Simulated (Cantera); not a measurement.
A closed system holds: 1 mol MgCO3, 0.22 mol H2O, a varied amount of H2, held at 1850 °C and 1.33 mbar.

Cantera equilibrium calculation (NASA polynomials, part measured and part estimated; ideal gas, pure solids and liquids). Candidate condensed phases: C, C6H6, C7H8, C8H18, H2O, Mg, MgCO3, MgO, Mg(OH)2; 116 gas species. The numbers say what is thermodynamically allowed, not how fast it happens.

**Question.** At 0.68 mol H2, list the 6 most abundant gas species with their mole fractions, and the condensed phases.

**Answer.** H2O 0.353, CO 0.263, CO2 0.239, H2 0.0775, H 0.0274, OH 0.0154. Condensed: MgO(s).
